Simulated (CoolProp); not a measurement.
Vapour-liquid equilibrium of n-heptane (1) + o-xylene (2) at 184 kPa; x and y are mole fractions of (1).

The numbers come from the multi-fluid Helmholtz-energy mixture model, Span 2003 and Zhou 2012; pair parameters Bell 2016 in CoolProp.

```csv
x,bubble temperature (°C),y at the bubble point,dew temperature at overall composition x (°C),liquid density (mol/L)
0.05,162.9,0.156,(withheld),6.984
0.2,(withheld),0.461,161.3,6.841
0.35,141.8,0.637,155.3,6.674
0.5,(withheld),0.754,148.7,6.497
0.65,130.0,(withheld),141.1,(withheld)
0.8,125.5,0.915,132.6,6.143
0.95,121.4,(withheld),123.2,(withheld)
```

Fill in the missing entries.


- 0.05, dew temperature at overall composition x (°C): 166.7
- 0.2, bubble temperature (°C): 150.5
- 0.5, bubble temperature (°C): 135.3
- 0.65, y at the bubble point: 0.842
- 0.65, liquid density (mol/L): 6.319
- 0.95, y at the bubble point: 0.980
- 0.95, liquid density (mol/L): 5.973

No azeotrope shows between x = 0.05 and 0.95.

Pair parameters are fitted to limited data, so mixtures are less certain than the pure fluids.
